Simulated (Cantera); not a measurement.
A closed system holds: 1 mol Si2H6, a varied amount of H2O, 1.8 mol H2, held at 925 K and 3.53 Torr.

These are equilibrium values from Cantera (NASA tables, ideal gas, pure condensed phases), not measurements of a reactor. Candidate condensed phases: H2O, Si, SiO2; 18 gas species. The feed counts by its element totals alone. Equilibrium is a limit: real reactors are often held back by kinetics, nucleation or transport.

**Question.** Which condensed phases are stable at each of these points (n(H2O) (mol)): 1.6, 1.9, 2.4, 2.9, 3.6, 4.4, 5.4, 6.7, 8.2, 10, 12, 15?

**Answer.** 
| n(H2O) (mol) | condensed phases | Si condensed (%) |
|---|---|---|
| 1.6 | Si(s) + SiO2(β-quartz) | 100.0 |
| 1.9 | Si(s) + SiO2(β-quartz) | 100.0 |
| 2.4 | Si(s) + SiO2(β-quartz) | 100.0 |
| 2.9 | Si(s) + SiO2(β-quartz) | 100.0 |
| 3.6 | Si(s) + SiO2(β-quartz) | 100.0 |
| 4.4 | SiO2(β-quartz) | 100.0 |
| 5.4 | SiO2(β-quartz) | 100.0 |
| 6.7 | SiO2(β-quartz) | 100.0 |
| 8.2 | SiO2(β-quartz) | 100.0 |
| 10 | SiO2(β-quartz) | 100.0 |
| 12 | SiO2(β-quartz) | 100.0 |
| 15 | SiO2(β-quartz) | 100.0 |

From 1.6 mol H2O to 3.6 mol H2O the condensed part is Si(s) + SiO2(β-quartz). From 4.4 mol H2O to 15 mol H2O the condensed part is SiO2(β-quartz).
